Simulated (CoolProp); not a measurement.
Vapour-liquid equilibrium of R125 (1) + propylene (2) at 4.86 bar; x and y are mole fractions of (1).

Values from CoolProp's multi-fluid Helmholtz-energy mixture model, Lemmon 2005 and Lemmon 2013; pair parameters Bell 2016.

Question: Give the bubble temperature and the first vapour's composition at x = 0.2, 0.575, 0.95. Is there an azeotrope?

Answer: x = 0.2: 259.9 K, y = 0.324; x = 0.575: 257.4 K, y = 0.561; x = 0.95: 261.7 K, y = 0.906. y crosses x between x = 0.5 and 0.575: the model has an azeotrope there.

Pair parameters are fitted to limited data, so mixtures are less certain than the pure fluids.
